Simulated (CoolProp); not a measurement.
Computed with CoolProp (reference Helmholtz-energy equation of state, Lemmon 2005). It is a short technical equation, of lower accuracy than the large ones.

Q: For cis-2-butene, give the phase and the cp (kJ/(kg K)), cv (kJ/(kg K)), speed of sound (m/s) at 131.95 °C and 1.01 bar; 191.85 °C and 1.01 bar.

A: 
- 131.95 °C and 1.01 bar: gas; cp 1.87, cv 1.71, speed of sound 253
- 191.85 °C and 1.01 bar: gas; cp 2.09, cv 1.93, speed of sound 271
